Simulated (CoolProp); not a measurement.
Vapour-liquid equilibrium of carbonyl sulfide (1) + propane (2) at 0.0106 MPa; x and y are mole fractions of (1).

Model: multi-fluid Helmholtz-energy mixture model, Lemmon 2006 and Lemmon 2009; pair parameters Bell 2016, in CoolProp.

```tsv
x	bubble temperature (K)	y at the bubble point	dew temperature at overall composition x (K)	liquid density (mol/L)
0.05	189.4	(withheld)	(withheld)	14.45
0.2	188.0	0.295	(withheld)	15.23
0.35	187.0	0.454	187.7	16.08
0.5	(withheld)	0.594	186.8	17.01
0.65	(withheld)	0.726	(withheld)	18.04
0.8	184.8	0.852	185.1	(withheld)
0.95	184.1	(withheld)	184.2	20.44
```

Task: Complete the blanks.

Result: 
- 0.05, y at the bubble point: 0.089
- 0.05, dew temperature at overall composition x (K): 189.7
- 0.2, dew temperature at overall composition x (K): 188.7
- 0.5, bubble temperature (K): 186.2
- 0.65, bubble temperature (K): 185.5
- 0.65, dew temperature at overall composition x (K): 185.9
- 0.8, liquid density (mol/L): 19.17
- 0.95, y at the bubble point: 0.966

No azeotrope shows between x = 0.05 and 0.95.

The pair parameters rest on a limited set of measurements; away from them the model extrapolates.
